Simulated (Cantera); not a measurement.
**PbO + CH₄ + CO (carbothermic reduction)**

Input: 1 mol PbO, a varied amount of CH₄, 0.1 mol CO, at 1280 Torr.

Equilibrium computed with Cantera from the NASA thermochemical tables; the gas is ideal and each condensed phase is pure. Candidate condensed phases: C, C₆H₆, C₇H₈, C₈H₁₈, H₂O, Pb, PbO, PbO₂, Pb₃O₄; 113 gas species. Rates play no part.

Stable condensed phases:

```
T in K \ n(CH₄) in mol
         0.48 0.91  1.3  1.8  2.2  2.6  3.1  3.5  3.9
   2150     A    A    B    B    B    B    B    B    B
   2075     A    A    B    B    B    B    B    B    B
   2000     A    A    B    B    B    B    B    B    B
   1925     C    A    B    B    B    B    B    B    B
   1850     C    C    B    B    B    B    B    B    B
   1775     C    C    D    D    D    D    B    B    B
   1700     C    C    D    D    D    D    D    D    D
   1625     C    C    D    D    D    D    D    D    D
   1550     C    C    D    D    D    D    D    D    D
   1475     C    C    D    D    D    D    D    D    D
   1400     C    C    D    D    D    D    D    D    D
```

A: gas only; B: C; C: Pb; D: C + Pb.
